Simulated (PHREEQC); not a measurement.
Synthetic water in mg/L, 20 °C, pH 5.74, pe 10.2: Na 0.134; K 0.0369; Ca 0.341; Mg 0.0422; Cl 0.121; S(6) as SO4 0.0611; Alkalinity as HCO3 1.35; Ba 0.0119; Si as SiO2 0.000199.

Valence states are taken as typed.

All values are PHREEQC results (ion-association model, phreeqc.dat), not measurements.

Precipitation was switched off in this run.

Problem. Estimate the charge-balance error.

Solution. charge-balance error 1.1 %.

Problem. In which forms is C present?

Solution. CO2 81 %, HCO3- 19 % of the C.
